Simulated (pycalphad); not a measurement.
All values are pycalphad results on the COST 507 light-alloy database (1999) (1 atm), not direct measurements. The data set is of 1999 and partly superseded. Diffusion is slow at the low end, where real alloys seldom reach equilibrium.

Question: How does the equilibrium phase assembly of Ti-0.32Hf-0.06B (at.%) change on cooling from 2577 °C to 257 °C?

Answer: 
```
T (°C)  phases above  phases below
------  ------------  ------------
1665.8        liquid  bcc + liquid
1626.7  bcc + liquid           bcc
880.0            bcc     bcc + hcp
879.1      bcc + hcp           hcp
545.6            hcp      BM + hcp
```
Changes were sought between steps of 40 K, so a narrower field can be missed.

Database names, with the compositions (at.%) that they take in these runs: BM: Ti 50 B 50.
